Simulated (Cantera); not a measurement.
A freely propagating, adiabatic, planar premixed flame of 12.0 % CH4, 18.5 % O2, 69.5 % N2, equivalence ratio 1.3, unburnt at 475 K and 500000 Pa; unity-Lewis-number transport, grid criteria slope 0.08 and curve 0.16, no radiation.

Cantera simulation using GRI-Mech 3.0 (53 species, 325 reactions); the numbers are that mechanism's predictions, not measurements. Unity Lewis numbers drop preferential diffusion, which matters most where H2 and H carry the flame. Burning velocities carry a grid error of a few per cent, more on coarse grids.

### Question
Predict: laminar burning velocity; thermal thickness; peak x(CH2); peak x(O); peak x(C2H6); peak x(CH2O).

### Answer
```
Property                     Result
------------------------  ---------
laminar burning velocity  19.1 cm/s
thermal thickness          0.233 mm
peak x(CH2)                 3.37e-5
peak x(O)                   9.07e-5
peak x(C2H6)               0.000910
peak x(CH2O)               0.000791
```
